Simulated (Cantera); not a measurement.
## Thermodynamics of silicon nitride deposition, feed SiH₄ + N₂ + H₂

Input: 1 mol SiH₄, 0.25 mol N₂, 0.44 mol H₂, held at 180 Pa.

Equilibrium computed with Cantera from the NASA thermochemical tables; the gas is ideal and each condensed phase is pure. Candidate condensed phases: Si, Si₃N₄; 18 gas species. N₂ is the only nitrogen source here; it is nearly inert below about 1500 K, so the nitride shown seldom forms there in practice. Mutual solubility and eutectic melting of coexisting phases are not modelled. Equilibrium is a limit: real reactors are often held back by kinetics, nucleation or transport.

From 775 K to 1475 K the condensed part is Si(s) + Si₃N₄(s). At 1575 K the condensed part is Si(s).

```
T (K)   x H₂      x N₂       x H      x Si    x SiH₂     x SiH  n Si(s)  n Si₃N₄(s)
-----  -----  --------  --------  --------  --------  --------  -------  ----------
775     1.00    <1e-12  2.34e-11    <1e-12    <1e-12    <1e-12    0.625       0.125
875     1.00  1.48e-11   1.18e-9    <1e-12  1.48e-12    <1e-12    0.625       0.125
975     1.00   2.87e-9   2.70e-8    <1e-12  4.45e-11    <1e-12    0.625       0.125
1075   1.000   2.07e-7   3.46e-7  4.21e-12  7.12e-10  6.55e-12    0.625       0.125
1175   1.000   7.17e-6   2.89e-6  2.97e-10   7.10e-9  2.23e-10    0.625       0.125
1275   1.000  0.000141   1.74e-5   1.07e-8   4.93e-8   4.34e-9    0.626       0.125
1375   0.998   0.00179   8.07e-5   2.28e-7   2.58e-7   5.44e-8    0.632       0.123
1475   0.984    0.0160  0.000303   3.19e-6   1.06e-6   4.79e-7    0.684       0.105
1575   0.906    0.0929  0.000932   3.19e-5   3.40e-6   3.08e-6    1.000           0
```
x: gas mole fraction; n: condensed amount in mol.
